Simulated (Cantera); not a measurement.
A perfectly stirred reactor is fed with 6.22 % CH₄, 19.7 % O₂, 74.1 % N₂, equivalence ratio 0.63, at 0.987 atm; it is adiabatic with a 323 K inlet, and is followed from long to short residence time, starting on the burning branch (τ in s: 0.15, 0.065, 0.028, 0.012, 0.0052, 0.0022, 0.00096, 0.00041, 0.00018, 7.6e-05, 3.3e-05, 1.4e-05, 6.1e-06).

Computed with Cantera and GRI-Mech 3.0 (53 species, 325 reactions).

x: mole fraction; the columns are a selection and need not sum to one.

```tsv
τ (s)	T (K)	x CH₄	x O₂	x CH₂	x H₂	x CO	x H₂O₂	x CO₂
0.15	1738	9.89e-6	0.0727	3.42e-8	…	0.000279	7.20e-8	0.0619
0.065	1734	1.69e-5	0.0727	7.09e-8	…	0.000485	1.02e-7	0.0617
0.028	1728	2.89e-5	0.0728	1.43e-7	…	0.000846	1.46e-7	0.0613
0.012	1718	4.98e-5	0.0730	2.78e-7	…	0.00148	2.07e-7	0.0606
0.0052	1702	8.63e-5	0.0735	5.13e-7	…	0.00254	2.91e-7	0.0594
0.0022	1676	0.000157	0.0744	9.20e-7	…	0.00441	4.14e-7	0.0573
0.00096	1636	0.000303	0.0762	1.56e-6	…	0.00753	5.96e-7	0.0539
0.00041	1568	0.000721	0.0803	2.76e-6	…	0.0136	9.18e-7	0.0471
0.00018	323	0.0622	0.197	<1e-12	<1e-12	<1e-12	<1e-12	<1e-12
7.6e-5	323	0.0622	0.197	<1e-12	<1e-12	<1e-12	<1e-12	<1e-12
3.3e-5	323	0.0622	0.197	<1e-12	<1e-12	<1e-12	<1e-12	<1e-12
1.4e-5	323	0.0622	0.197	<1e-12	<1e-12	<1e-12	<1e-12	<1e-12
6.1e-6	323	0.0622	0.197	<1e-12	<1e-12	<1e-12	<1e-12	<1e-12
```

Q: Complete the blanks.

A: 
- 0.15, x H₂: 8.86e-5
- 0.065, x H₂: 0.000150
- 0.028, x H₂: 0.000255
- 0.012, x H₂: 0.000433
- 0.0052, x H₂: 0.000718
- 0.0022, x H₂: 0.00117
- 0.00096, x H₂: 0.00180
- 0.00041, x H₂: 0.00271
